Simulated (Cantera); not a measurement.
A closed system holds: 1 mol SiH2Cl2, 0.45 mol C2H4, 3.4 mol H2, at 4000 Pa.

Cantera equilibrium calculation (NASA polynomials, part measured and part estimated; ideal gas, pure solids and liquids). Candidate condensed phases: C, C6H6, C7H8, C8H18, Si, SiC; 109 gas species. Gases not in the tables: Si2H6 and higher silanes. The numbers say what is thermodynamically allowed, not how fast it happens.

Question: Which condensed phases are stable at each of these points (T (K)): 950, 1100, 1250, 1400, 1550, 1700, 1850, 2000, 2150, 2300, 2450, 2600?

Answer: 
| T (K) | condensed phases | Si condensed (%) |
|---|---|---|
| 950 | C(graphite) + SiC(s) | 65.8 |
| 1100 | C(graphite) + SiC(s) | 82.3 |
| 1250 | SiC(s) | 89.9 |
| 1400 | SiC(s) | 90.0 |
| 1550 | SiC(s) | 90.0 |
| 1700 | SiC(s) | 90.0 |
| 1850 | SiC(s) | 89.9 |
| 2000 | SiC(s) | 89.4 |
| 2150 | C(graphite) + SiC(s) | 86.7 |
| 2300 | C(graphite) + SiC(s) | 80.7 |
| 2450 | C(graphite) + SiC(s) | 61.6 |
| 2600 | C(graphite) | 0.0 |

From 950 K to 1100 K the condensed part is C(graphite) + SiC(s). From 1250 K to 2000 K the condensed part is SiC(s). From 2150 K to 2450 K the condensed part is C(graphite) + SiC(s). At 2600 K the condensed part is C(graphite).
